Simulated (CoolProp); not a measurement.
A Linde-Hampson liquefier for carbon monoxide: isothermal reversible compression at 230 K from 1 atm to 10 MPa, throttling to 1 atm, return gas leaving the recuperator 10 K below the feed. Each further row changes one setting.

Computed with CoolProp (reference Helmholtz-energy equation of state, Lemmon 2006). It is a short technical equation, of lower accuracy than the large ones.

```tsv
case	liquid yield per pass	compression work (kJ/kg of gas)
as stated	?	305
high pressure 20 MPa	?	?
warm-end temperature 260 K	?	349
warm-end gap 15 K	?	305
```

### Question
What belongs in the gaps?

### Answer

- as stated, liquid yield per pass: 0.084
- high pressure 20 MPa, liquid yield per pass: 0.156
- high pressure 20 MPa, compression work (kJ/kg of gas): 348
- warm-end temperature 260 K, liquid yield per pass: 0.053
- warm-end gap 15 K, liquid yield per pass: 0.071
